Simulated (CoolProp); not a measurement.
Vapour-liquid equilibrium of hydrogen chloride (1) + propane (2) at 0.109 MPa; x and y are mole fractions of (1).

Computed with CoolProp (multi-fluid Helmholtz-energy mixture model, Thol 2018 and Lemmon 2009; pair parameters Bell 2016).

```csv
x,"bubble temperature, mixture model (K)","bubble temperature, Raoult's law (K)","y, mixture model","y, Raoult's law"
0.05,218.0,226.6,0.512,0.276
0.125,205.5,219.6,0.764,0.524
0.2,199.1,214.2,0.848,0.669
0.275,195.7,209.9,0.884,0.762
0.35,193.8,206.3,0.901,0.825
0.425,192.7,203.3,0.911,0.870
0.5,192.1,200.7,0.917,0.903
0.575,191.8,198.5,0.921,0.928
0.65,191.5,196.5,0.924,0.948
0.725,191.2,194.7,0.929,0.964
0.8,190.8,193.1,0.936,0.976
0.875,190.4,191.6,0.950,0.986
0.95,189.8,190.3,0.974,0.995
```

The largest gap from Raoult's law is -15.1 K in bubble temperature, at x = 0.2. No azeotrope shows between x = 0.05 and 0.95.

Pair parameters are fitted to limited data, so mixtures are less certain than the pure fluids. With so large a gap from Raoult's law the liquid may split in two, which this calculation doesn't test in full.
